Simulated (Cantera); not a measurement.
A closed system holds: 1 mol Si, 0.71 mol F2, 3.6 mol H2, held at 650 K and 10.0 Torr.

Method: chemical equilibrium by Gibbs-energy minimisation in Cantera with the NASA 1993 tables (ideal gas, pure condensed phases). Candidate condensed phases: Si; 25 gas species. Equilibrium is a limit: real reactors are often held back by kinetics, nucleation or transport.

Problem. What is the equilibrium state?

Solution. 
```
Quantity        Value
----------  ---------
x(H2)           0.909
x(SiF4)        0.0873
x(SiHF3)      0.00329
x(SiH2F2)     8.42e-5
n(Si(s))    0.642 mol
gas amount  3.952 mol
```
